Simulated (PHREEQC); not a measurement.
HF is added in steps, without added water, to 1 kg of water holding 49 mmol/kgw K2SO4, at 55 °C. Oxygen is held at 0.21 atm. CO2 is held at log p = -3.4 (atm). Precipitation was switched off in this run.

Base run: PHREEQC, ion-association model, wateq4f.dat. Each further column changes one thing. The table gives HCO3- (mol/kgw).

```csv
HF added (mol),base,database phreeqc.dat,Davies equation for every ion,metal-ligand complexes left out,all activity coefficients set to 1
0,4.60e-6,4.59e-6,4.65e-6,5.04e-6,4.76e-6
0.02417,3.17e-9,3.12e-9,3.27e-9,3.49e-9,3.33e-9
0.06042,1.80e-9,1.73e-9,1.86e-9,1.97e-9,1.87e-9
0.08458,1.46e-9,1.38e-9,1.51e-9,1.59e-9,1.51e-9
0.1208,1.16e-9,1.07e-9,1.20e-9,1.26e-9,1.19e-9
0.145,1.03e-9,9.29e-10,1.06e-9,1.11e-9,1.05e-9
0.1692,9.28e-10,8.24e-10,9.62e-10,1.00e-9,9.45e-10
0.2054,8.15e-10,7.05e-10,8.45e-10,8.77e-10,8.25e-10
0.2296,7.56e-10,6.42e-10,7.84e-10,8.12e-10,7.63e-10
0.2658,6.83e-10,5.66e-10,7.09e-10,7.33e-10,6.87e-10
0.29,6.44e-10,5.25e-10,6.68e-10,6.89e-10,6.45e-10
```

wateq4f.dat counts part of the HF as a dimer, H2F2, which phreeqc.dat doesn't know; its constant is uncertain. Away from 25 °C the constants follow the database's enthalpies or fits; those with neither stay at their 25 °C values. phreeqc.dat and wateq4f.dat share most of their constants, so their agreement is no independent check.
